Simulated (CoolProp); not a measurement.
Vapour-liquid equilibrium of ethylene (1) + n-butane (2) at 261.4 K; x and y are mole fractions of (1).

Computed with CoolProp (multi-fluid Helmholtz-energy mixture model, Smukala 2000 and Bücker 2006; pair parameters Bell 2016).

```json
[
 {"x": "0.05", "bubble pressure, mixture model (MPa)": "[?]", "bubble pressure, Raoult's law (MPa)": "0.2169", "y, mixture model": "[?]", "y, Raoult's law": "0.717"},
 {"x": "0.15", "bubble pressure, mixture model (MPa)": "0.4796", "bubble pressure, Raoult's law (MPa)": "0.5212", "y, mixture model": "0.865", "y, Raoult's law": "0.895"},
 {"x": "0.25", "bubble pressure, mixture model (MPa)": "0.7041", "bubble pressure, Raoult's law (MPa)": "0.8255", "y, mixture model": "0.910", "y, Raoult's law": "0.941"},
 {"x": "0.35", "bubble pressure, mixture model (MPa)": "0.9265", "bubble pressure, Raoult's law (MPa)": "1.130", "y, mixture model": "0.935", "y, Raoult's law": "0.963"},
 {"x": "0.45", "bubble pressure, mixture model (MPa)": "[?]", "bubble pressure, Raoult's law (MPa)": "1.434", "y, mixture model": "0.951", "y, Raoult's law": "0.975"},
 {"x": "0.55", "bubble pressure, mixture model (MPa)": "[?]", "bubble pressure, Raoult's law (MPa)": "1.739", "y, mixture model": "0.963", "y, Raoult's law": "0.983"},
 {"x": "0.65", "bubble pressure, mixture model (MPa)": "[?]", "bubble pressure, Raoult's law (MPa)": "2.043", "y, mixture model": "0.973", "y, Raoult's law": "0.989"},
 {"x": "0.75", "bubble pressure, mixture model (MPa)": "2.073", "bubble pressure, Raoult's law (MPa)": "2.347", "y, mixture model": "[?]", "y, Raoult's law": "0.993"},
 {"x": "0.85", "bubble pressure, mixture model (MPa)": "[?]", "bubble pressure, Raoult's law (MPa)": "2.652", "y, mixture model": "0.989", "y, Raoult's law": "0.996"},
 {"x": "0.95", "bubble pressure, mixture model (MPa)": "[?]", "bubble pressure, Raoult's law (MPa)": "2.956", "y, mixture model": "0.996", "y, Raoult's law": "0.999"}
]
```

Problem. What belongs in the gaps?

Solution. 
- 0.05, bubble pressure, mixture model (MPa): 0.2217
- 0.05, y, mixture model: 0.707
- 0.45, bubble pressure, mixture model (MPa): 1.166
- 0.55, bubble pressure, mixture model (MPa): 1.433
- 0.65, bubble pressure, mixture model (MPa): 1.735
- 0.75, y, mixture model: 0.982
- 0.85, bubble pressure, mixture model (MPa): 2.446
- 0.95, bubble pressure, mixture model (MPa): 2.864

The largest gap from Raoult's law is -18.7 % in bubble pressure, at x = 0.45. No azeotrope shows between x = 0.05 and 0.95.

The pair parameters rest on a limited set of measurements; away from them the model extrapolates. The gap from Raoult's law changes sign with composition, which may be real or a fault of the pair parameters; it wasn't checked against measurements.
